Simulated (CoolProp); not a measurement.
A simple Rankine cycle with tetrahydrofuran: condensing at 307.15 K, boiler at 0.267 MPa, turbine inlet 374.4 K, turbine efficiency 0.6, pump efficiency 0.6, no recuperator. Each further row changes one setting.

The numbers come from the reference Helmholtz-energy equation of state, Fiedler 2023 in CoolProp.

| case | thermal efficiency (%) | net work (kJ/kg) | heat in (kJ/kg) | turbine exit temperature (K) | volume ratio over the turbine |
|---|---|---|---|---|---|
| as stated | 9.3 | 48.1 | 516 | 331.9 | 7.85 |
| turbine inlet 394.4 K | … | 51.3 | 545 | 352.6 | 7.85 |
| condensing temperature 299.15 K | 10.4 | 55.0 | 530 | … | 10.8 |
| boiler pressure 0.187 MPa | 7.9 | 41.2 | 519 | 339.5 | 5.52 |
| turbine efficiency 0.5 | 7.7 | … | 516 | 338.5 | 8.01 |

Problem. What belongs in the gaps?

Solution. 
- turbine inlet 394.4 K, thermal efficiency (%): 9.4
- condensing temperature 299.15 K, turbine exit temperature (K): 325.8
- turbine efficiency 0.5, net work (kJ/kg): 40.0
